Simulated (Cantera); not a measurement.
A Cantera script and its output.

```python
import numpy as np
import cantera as ct

gas = ct.Solution("gri30.yaml")
gas.TP = 300, 240000
flame = ct.CounterflowDiffusionFlame(gas, width=0.02)
flame.fuel_inlet.X, flame.fuel_inlet.T = {'CH4': 1, 'N2': 1.2}, 550
flame.oxidizer_inlet.X, flame.oxidizer_inlet.T = {'O2': 0.21, 'N2': 0.79}, 400
flame.set_refine_criteria(ratio=3, slope=0.12, curve=0.24, prune=0.03)
show = ['OH', 'H', 'NO', 'CO', 'C2H2']

rows = []
print(f"{'mdot':>8s}{'a_max':>10s}{'a_mean':>10s}{'Tmax/K':>9s}" + "".join(f"{s:>11s}" for s in show) + "   (peak mole fractions)")
for i, mdot in enumerate([0.6, 0.83, 1.2, 1.6, 2.2, 3.1, 4.2]):  # kg/m2/s on the oxidiser side
    flame.oxidizer_inlet.mdot, flame.fuel_inlet.mdot = mdot, 0.71 * mdot
    flame.solve(loglevel=0, auto=(i == 0))
    if flame.T.max() < max(550, 400) + 100:
        print(f"{mdot:8.3g}  no burning solution found from the previous one")
        break
    dT = np.abs(np.gradient(flame.T, flame.grid))
    rows.append([flame.strain_rate("max"), flame.strain_rate("mean"), flame.T.max(),
                 *(flame.X[gas.species_index(s)].max() for s in show), max(dT[0], dT[-1]) / dT.max()])
    print(f"{mdot:8.3g}{rows[-1][0]:10.1f}{rows[-1][1]:10.1f}{rows[-1][2]:9.1f}" + "".join(f"{x:11.3e}" for x in rows[-1][3:-1]))
```

Output:

```
    mdot     a_max    a_mean   Tmax/K         OH          H         NO         CO       C2H2   (peak mole fractions)
     0.6     138.3      32.4   2057.1  4.610e-03  1.532e-03  2.051e-04  3.349e-02  7.481e-03
    0.83     185.3      44.8   2045.6  4.699e-03  1.618e-03  1.925e-04  3.321e-02  6.735e-03
     1.2     259.9      64.8   2031.0  4.758e-03  1.708e-03  1.742e-04  3.297e-02  5.926e-03
     1.6     339.5      86.4   2019.0  4.785e-03  1.775e-03  1.578e-04  3.290e-02  5.342e-03
     2.2     458.2     118.8   2005.6  4.802e-03  1.850e-03  1.384e-04  3.301e-02  4.782e-03
     3.1     633.6     167.3   1986.3  4.736e-03  1.905e-03  1.138e-04  3.314e-02  4.165e-03
     4.2     845.2     226.7   1965.4  4.606e-03  1.926e-03  9.043e-05  3.335e-02  3.607e-03
```

Detailed kinetics in Cantera: GRI-Mech 3.0 (53 species, 325 reactions). GRI-Mech 3.0 has no aromatics or soot, which form on the fuel side of real flames. The maximum strain rate includes the flame's own expansion and is several times the mean.
